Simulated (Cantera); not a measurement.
Feed: 1 mol C₆H₆, 37 mol H₂, held at 3023 K and 0.150 bar.

Equilibrium computed with Cantera from the NASA thermochemical tables; the gas is ideal and each condensed phase is pure. Candidate condensed phases: C, C₆H₆, C₇H₈, C₈H₁₈; 76 gas species. The numbers say what is thermodynamically allowed, not how fast it happens.

Base state: H₂ 0.609, H 0.341, C₂H₂ (acetylene) 0.0405, C₂H 0.00403, C₃ 0.00265, C₄H₂ 0.00112, C 0.000420, C₂ 0.000271 (mole fractions); condensed: C(graphite).

Task: What changes in the equilibrium state with this change: pressure from 0.150 bar to 1.70 mbar?

Result: 
```csv
species,before,after
H,0.341,0.913
H₂,0.609,0.0494
C₃,0.00265,0.0160
C₂H₂ (acetylene),0.0405,0.000548
C,0.000420,0.0151
C₆H₂,3.31e-5,1.25e-8
CH₃,3.74e-5,3.76e-8
"C(graphite), mol",0.980,0
```

Task: What changes in the equilibrium state with this change: temperature from 3023 K to 2875 K?

Result: 
| species | before | after |
|---|---|---|
| H₂ | 0.609 | 0.732 |
| H | 0.341 | 0.234 |
| C₂H₂ (acetylene) | 0.0405 | 0.0312 |
| C₅ | 5.20e-5 | 6.37e-6 |
| C₂ | 0.000271 | 5.12e-5 |
| C₃ | 0.00265 | 0.000517 |
| C | 0.000420 | 9.76e-5 |
| C₆H₂ | 3.31e-5 | 1.04e-5 |
| C(graphite), mol | 0.980 | 2.85 |
